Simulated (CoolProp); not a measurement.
Saturation properties of n-undecane (Tc = 638.8 K, pc = 1.990 MPa, ω = 0.539).

The numbers come from the reference Helmholtz-energy equation of state, Aleksandrov 2011 in CoolProp. It is a short technical equation, of lower accuracy than the large ones.

```
T (K)  p (MPa)  liquid density (kg/m³)  enthalpy of vaporisation (kJ/kg)  surface tension (mN/m)
-----  -------  ----------------------  --------------------------------  ----------------------
448.1  0.05904                   617.9                             277.7                    11.3
459.5  0.07993                   607.8                             270.9                    10.4
470.8   0.1060                   597.6                             263.9                    9.54
482.2   0.1388                   587.0                             256.6                    8.69
493.6   0.1789                   576.1                             248.9                    7.87
504.9   0.2271                   564.8                             241.0                    7.07
516.3   0.2853                   552.9                             232.6                    6.29
527.6   0.3538                   540.6                             223.8                    5.53
539     0.4352                   527.5                             214.4                    4.80
550.3   0.5295                   513.7                             204.3                    4.09
561.7   0.6399                   498.8                             193.3                    3.41
```

It boils at 468.9 K under 1 atm.

Surface tension comes from a separate correlation (Mulero 2014).
